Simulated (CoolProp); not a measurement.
Vapour-liquid equilibrium of CHF3 (R23) (1) + R125 (2) at 252.9 K; x and y are mole fractions of (1).

Model: multi-fluid Helmholtz-energy mixture model, Penoncello 2003 and Lemmon 2005; pair parameters Bell 2016, in CoolProp.

Task: Give the bubble pressure and the first vapour's composition at x = 0.05, 0.55, 0.95. Is there an azeotrope?

Result: x = 0.05: 0.3787 MPa, y = 0.149; x = 0.55: 0.8785 MPa, y = 0.797; x = 0.95: 1.324 MPa, y = 0.982. No azeotrope shows between x = 0.05 and 0.95.

The pair parameters rest on a limited set of measurements; away from them the model extrapolates.
